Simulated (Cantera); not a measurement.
Input (Python, Cantera) and output of one run.

```python
import numpy as np
import cantera as ct

gas_names = """
    Cr CrO CrO2 CrO3 H HO2 H2 H2O H2O2 O OH O2 O3
""".split()
cond_names = """
    Cr(cr) Cr(L) Cr2O3(s) Cr2O3(L) H2O(s) H2O(L)
""".split()


# ... load() reads the species with a 1 bar reference pressure and builds the phases ...
atoms = {
    'Cr2O3': {'Cr': 2, 'O': 3},
    'H2': {'H': 2},
    'H2O': {'H': 2, 'O': 1},
}
top_T = {}  # K; cautious upper limits of use, not melting points


# ... equilibrate(T, P, feed) seeds the gas with the atoms and calls Mixture.equilibrate('TP', solver="vcs", rtol=1e-11, max_steps=5000) ...
results = []
feed = {'Cr2O3': 1, 'H2': 12, 'H2O': 3.7}  # mol
T = 1798.15  # K
P = 2200  # Pa
mix = equilibrate(T, P, feed)
results.append((T, P, feed, dict(zip(mix.species_names, mix.species_moles))))
print(gas.report(threshold=0.0001))
for i in range(1, mix.n_phases):
    print(f"{mix.phase(i).name:16s} {mix.phase_moles(i):12.5e} mol")
```

It prints:

```
       temperature   1798.2 K
          pressure   2200 Pa
           density   0.00085073 kg/m^3
  mean mol. weight   5.7814 kg/kmol
   phase of matter   gas

                          1 kg             1 kmol
                     ---------------   ---------------
          enthalpy        -1.112e+06       -6.4289e+06  J
   internal energy        -3.698e+06        -2.138e+07  J
           entropy             41299        2.3877e+05  J/K
    Gibbs function       -7.5374e+07       -4.3577e+08  J
 heat capacity c_p            6464.9             37376  J/K
 heat capacity c_v            5026.7             29061  J/K

                      mass frac. Y      mole frac. X     chem. pot. / RT
                     ---------------   ---------------   ---------------
                 H        0.00036185         0.0020754           -11.617
                H2           0.26588           0.76247           -23.235
               H2O            0.7335           0.23539           -48.452
     [  +10 minor]        0.00026203        5.6792e-05

Cr(cr)            0.00000e+00 mol
Cr2O3(s)          9.99886e-01 mol
```

Cantera equilibrium calculation (NASA polynomials, part measured and part estimated; ideal gas, pure solids and liquids).
